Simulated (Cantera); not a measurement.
An isothermal, constant-pressure homogeneous reactor starts with 1.37 % C₂H₆, 98.6 % N₂, at 1025 K and 0.720 bar.

Cantera simulation using GRI-Mech 3.0 (53 species, 325 reactions); the numbers are that mechanism's predictions, not measurements. GRI-Mech 3.0 stops at C3 and has no aromatics, soot or wall deposition, so with more carbon than oxygen in the feed, carbon stays in small species such as C2H2 where larger ones or solid carbon would form.

Question: Predict: x(C₂H₆) at 7.00 s; x(CH₄) at 7.00 s; x(CH₃) at 7.00 s; x(C₂H₂) at 7.00 s.

Answer: 
| Item | Result |
|---|---|
| x(C₂H₆) at 7.00 s | 0.000581 (gas-phase equilibrium 7.96e-6) |
| x(CH₄) at 7.00 s | 0.000626 (gas-phase equilibrium 0.0138) |
| x(CH₃) at 7.00 s | 3.14e-8 (gas-phase equilibrium 1.73e-8) |
| x(C₂H₂) at 7.00 s | 0.00117 (gas-phase equilibrium 0.00109) |
